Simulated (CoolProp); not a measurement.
The numbers come from the reference Helmholtz-energy equation of state, Leachman 2009 in CoolProp.

Q: Give the vapour pressure (MPa), liquid density (kg/m³), vapour density (kg/m³), liquid cp (kJ/(kg K)) of saturated normal hydrogen at 19.9 K.

A: 
```json
[
 {"T (K)": "19.9", "p (MPa)": "0.0880", "liquid density (kg/m³)": "71.4", "vapour density (kg/m³)": "1.17", "liquid cp (kJ/(kg K))": "9.52"}
]
```
